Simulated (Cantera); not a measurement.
An isothermal, constant-pressure homogeneous reactor starts with 41.7 % CH₄, 58.3 % H₂O, at 1723 K and 0.400 bar.

Cantera simulation using GRI-Mech 3.0 (53 species, 325 reactions); the numbers are that mechanism's predictions, not measurements.

One state of this run: x CH₄ = 0.127; x H₂O = 0.455; x HCO = 1.34e-8; x CH₂ = 5.58e-7; x C₂H = 2.44e-7. x: mole fraction; the columns are a selection and need not sum to one.

Q: Which value of t (s) does it belong to?
A) 0.0130
B) 4.00e-5
C) 0.235
D) 0.0269

A: A, 0.0130
